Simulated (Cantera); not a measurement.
Feed: 1 mol CuO, 5.7 mol C, 11 mol N₂, equilibrated at 1.80 Torr.

These are equilibrium values from Cantera (NASA tables, ideal gas, pure condensed phases), not measurements of a reactor. Candidate condensed phases: C, Cu, CuO, Cu₂O; 27 gas species. Rates play no part.

### Question
What share of the Cu ends up in condensed phases as a function of T (K), at 1475, 1550, 1625, 1700, 1775, 1850, 1925, 2000, 2075?

### Answer
```csv
T (K),Cu condensed (%),as
1475,97.3,Cu(l)
1550,90.6,Cu(l)
1625,70.7,Cu(l)
1700,14.7,Cu(l)
1775,0.0,-
1850,0.0,-
1925,0.0,-
2000,0.0,-
2075,0.0,-
```
